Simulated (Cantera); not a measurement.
A perfectly stirred reactor is fed with 7.47 % CH4, 6.35 % H2, 18.1 % O2, 68.1 % N2, at 3750 Torr; it is adiabatic with a 575 K inlet, and is followed from long to short residence time, starting on the burning branch (τ in s: 0.12, 0.039, 0.013, 0.0041, 0.0013, 0.00043, 0.00014, 4.5e-05, 1.4e-05).

Detailed kinetics in Cantera: GRI-Mech 3.0 (53 species, 325 reactions).

x: mole fraction; the columns are a selection and need not sum to one.

| τ (s) | T (K) | x CH4 | x H2 | x O2 | x C2H4 | x H | x NO2 |
|---|---|---|---|---|---|---|---|
| 0.12 | 2434 | [?] | 0.00568 | 0.00526 | 3.89e-12 | 0.000644 | 9.42e-7 |
| 0.039 | 2433 | [?] | 0.00573 | 0.00548 | 3.43e-11 | 0.000665 | 8.45e-7 |
| 0.013 | 2430 | [?] | 0.00591 | 0.00597 | 2.63e-10 | 0.000720 | 6.71e-7 |
| 0.0041 | 2418 | [?] | 0.00645 | 0.00696 | 1.86e-9 | 0.000875 | 4.59e-7 |
| 0.0013 | 2390 | [?] | 0.00770 | 0.00868 | 9.91e-9 | 0.00126 | 3.04e-7 |
| 0.00043 | 2341 | [?] | 0.00977 | 0.0113 | 3.80e-8 | 0.00205 | 2.05e-7 |
| 0.00014 | 2268 | [?] | 0.0128 | 0.0149 | 1.30e-7 | 0.00357 | 1.30e-7 |
| 4.5e-5 | 2168 | [?] | 0.0165 | 0.0201 | 5.03e-7 | 0.00597 | 7.51e-8 |
| 1.4e-5 | 2031 | [?] | 0.0213 | 0.0295 | 3.53e-6 | 0.00821 | 3.52e-8 |

Q: Complete the blanks.

A: 
- 0.12, x CH4: 4.24e-7
- 0.039, x CH4: 1.27e-6
- 0.013, x CH4: 3.55e-6
- 0.0041, x CH4: 9.81e-6
- 0.0013, x CH4: 2.46e-5
- 0.00043, x CH4: 5.57e-5
- 0.00014, x CH4: 0.000127
- 4.5e-5, x CH4: 0.000320
- 1.4e-5, x CH4: 0.00109
